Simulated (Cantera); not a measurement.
## Silicon oxide and oxynitride deposition: Si2H6 + N2O

Feed: 1 mol Si2H6, a varied amount of N2O, held at 1623.15 K and 23.0 mbar.

Method: chemical equilibrium by Gibbs-energy minimisation in Cantera with the NASA 1993 tables (ideal gas, pure condensed phases). Candidate condensed phases: H2O, Si, SiO2, Si2N2O, Si3N4; 35 gas species. The feed counts by its element totals alone. Mutual solubility and eutectic melting of coexisting phases are not modelled. The tables hold silica as quartz up to 1696 K and as liquid above; real silica turns to tridymite and cristobalite and melts near 1996 K. Equilibrium is a limit: real reactors are often held back by kinetics, nucleation or transport.

```
n(N2O) (mol)  log p H2  log p N2  log p O2  log p H2O  log p SiO  n Si(s)  n Si2N2O(s)  n SiO2(β-quartz)
------------  --------  --------  --------  ---------  ---------  -------  -----------  ----------------
0.71             -1.64     -4.11      <-13      -8.31      -4.11    0.590        0.700                 0
1.3              -1.70     -2.56      <-13      -5.56      -3.48        0        0.883             0.183
2.5              -1.87     -2.04      <-13      -5.55      -3.65        0        0.484             0.983
4.7              -2.16     -1.85    -11.16      -2.68      -6.82        0            0              2.00
8.9              -5.95     -1.80     -2.77      -2.27     -11.01        0            0              2.00
17               -6.45     -1.81     -2.34      -2.56     -11.23        0            0              2.00
32               -6.79     -1.81     -2.22      -2.84     -11.29        0            0              2.00
```
log p: log10 of the partial pressure in bar; n: condensed amount in mol.

At 0.71 mol N2O the condensed part is Si(s) + Si2N2O(s). From 1.3 mol N2O to 2.5 mol N2O the condensed part is SiO2(β-quartz) + Si2N2O(s). From 4.7 mol N2O to 32 mol N2O the condensed part is SiO2(β-quartz).
